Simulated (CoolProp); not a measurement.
A Linde-Hampson liquefier for ethylene: isothermal reversible compression at 320 K from 1 atm to 15 MPa, throttling to 1 atm, return gas leaving the recuperator 2 K below the feed. Each further row changes one setting.

Values from CoolProp's reference Helmholtz-energy equation of state, Smukala 2000.

| case | liquid yield per pass | compression work (kJ/kg of gas) |
|---|---|---|
| as stated | 0.392 | 404 |
| high pressure 30 MPa | ? | ? |
| warm-end temperature 350 K | ? | ? |
| warm-end gap 7 K | ? | 404 |

Problem. Some entries are withheld; supply them.

Solution. 
- high pressure 30 MPa, liquid yield per pass: 0.426
- high pressure 30 MPa, compression work (kJ/kg of gas): 444
- warm-end temperature 350 K, liquid yield per pass: 0.288
- warm-end temperature 350 K, compression work (kJ/kg of gas): 465
- warm-end gap 7 K, liquid yield per pass: 0.385
